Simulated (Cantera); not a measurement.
What does this Cantera script print?

```python
import numpy as np
import cantera as ct

gas_names = [...]  # 109 gases of nasa_gas.yaml made of C, Cl, H, Si
cond_names = """
    C(gr) C6H6(L) C7H8(L) C8H18(L),n-octa Si(cr) Si(L) SiC(b)
""".split()


# ... load() reads the species with a 1 bar reference pressure and builds the phases ...
atoms = {
    '(CH3)2SiCl2': {'C': 2, 'H': 6, 'Si': 1, 'CL': 2},
    'H2': {'H': 2},
}
top_T = {'C(gr)': 4500, 'SiC(b)': 3050}  # K; cautious upper limits of use, not melting points


# ... equilibrate(T, P, feed) seeds the gas with the atoms and calls Mixture.equilibrate('TP', solver="vcs", rtol=1e-11, max_steps=5000) ...
results = []
feed = {'(CH3)2SiCl2': 1, 'H2': 1.3}  # mol
P = 1333.22  # Pa
for T in [1048, 1098, 1148, 1198, 1248, 1298, 1348, 1398, 1448, 1498, 1548]:
    mix = equilibrate(T, P, feed)
    results.append((T, P, feed, dict(zip(mix.species_names, mix.species_moles))))
    x = sorted(zip(gas.X, gas.species_names), reverse=True)
    print(f"T = {T:g} K  P = {P:g} Pa  gas = {mix.phase_moles(0):.4g} mol")
    print("   x: " + "  ".join(f"{s} {v:.3e}" for v, s in x if v > 0.0001))
    print("   condensed (mol): " + ("  ".join(f"{mix.phase(i).name} {mix.phase_moles(i):.4g}"
          for i in range(1, mix.n_phases) if mix.phase_moles(i) > 1e-12) or "none"))
```

It prints:

```
T = 1048 K  P = 1333.22 Pa  gas = 5.088 mol
   x: H2 7.292e-01  HCL 2.289e-01  SiCL4 3.972e-02  SiHCL3 1.294e-03  CH4 4.138e-04  SiCL3 4.113e-04
   condensed (mol): C(gr) 1.209  SiC(b) 0.7888
T = 1098 K  P = 1333.22 Pa  gas = 5.146 mol
   x: H2 6.994e-01  HCL 2.702e-01  SiCL4 2.826e-02  SiHCL3 1.064e-03  SiCL3 6.031e-04  CH4 2.383e-04  SiCL2 1.810e-04
   condensed (mol): C(gr) 1.154  SiC(b) 0.845
T = 1148 K  P = 1333.22 Pa  gas = 5.197 mol
   x: H2 6.740e-01  HCL 3.054e-01  SiCL4 1.846e-02  SiHCL3 8.172e-04  SiCL3 7.839e-04  SiCL2 3.674e-04  CH4 1.441e-04
   condensed (mol): C(gr) 1.105  SiC(b) 0.8938
T = 1198 K  P = 1333.22 Pa  gas = 5.236 mol
   x: H2 6.547e-01  HCL 3.320e-01  SiCL4 1.105e-02  SiCL3 9.077e-04  SiCL2 6.598e-04  SiHCL3 5.861e-04
   condensed (mol): C(gr) 1.069  SiC(b) 0.9309
T = 1248 K  P = 1333.22 Pa  gas = 5.263 mol
   x: H2 6.421e-01  HCL 3.493e-01  SiCL4 6.138e-03  SiCL2 1.065e-03  SiCL3 9.520e-04  SiHCL3 3.973e-04
   condensed (mol): C(gr) 1.045  SiC(b) 0.955
T = 1298 K  P = 1333.22 Pa  gas = 5.279 mol
   x: H2 6.348e-01  HCL 3.591e-01  SiCL4 3.265e-03  SiCL2 1.583e-03  SiCL3 9.299e-04  SiHCL3 2.606e-04
   condensed (mol): C(gr) 1.032  SiC(b) 0.9681
T = 1348 K  P = 1333.22 Pa  gas = 5.288 mol
   x: H2 6.312e-01  HCL 3.638e-01  SiCL2 2.215e-03  SiCL4 1.718e-03  SiCL3 8.707e-04  SiHCL3 1.692e-04
   condensed (mol): C(gr) 1.026  SiC(b) 0.9737
T = 1398 K  P = 1333.22 Pa  gas = 5.292 mol
   x: H2 6.296e-01  HCL 3.655e-01  SiCL2 2.971e-03  SiCL4 9.152e-04  SiCL3 7.979e-04  SiHCL3 1.107e-04
   condensed (mol): C(gr) 1.025  SiC(b) 0.9746
T = 1448 K  P = 1333.22 Pa  gas = 5.295 mol
   x: H2 6.292e-01  HCL 3.656e-01  SiCL2 3.862e-03  SiCL3 7.243e-04  SiCL4 4.992e-04
   condensed (mol): C(gr) 1.027  SiC(b) 0.9727
T = 1498 K  P = 1333.22 Pa  gas = 5.297 mol
   x: H2 6.294e-01  HCL 3.645e-01  SiCL2 4.894e-03  SiCL3 6.550e-04  SiCL4 2.799e-04  H 1.181e-04
   condensed (mol): C(gr) 1.031  SiC(b) 0.9689
T = 1548 K  P = 1333.22 Pa  gas = 5.298 mol
   x: H2 6.301e-01  HCL 3.627e-01  SiCL2 6.073e-03  SiCL3 5.919e-04  H 2.117e-04  SiCL4 1.615e-04
   condensed (mol): C(gr) 1.036  SiC(b) 0.9636
```

Cantera equilibrium calculation (NASA polynomials, part measured and part estimated; ideal gas, pure solids and liquids). The feed counts by its element totals alone. The tables' values for SiCl3 are old estimates; treat these amounts as uncertain.
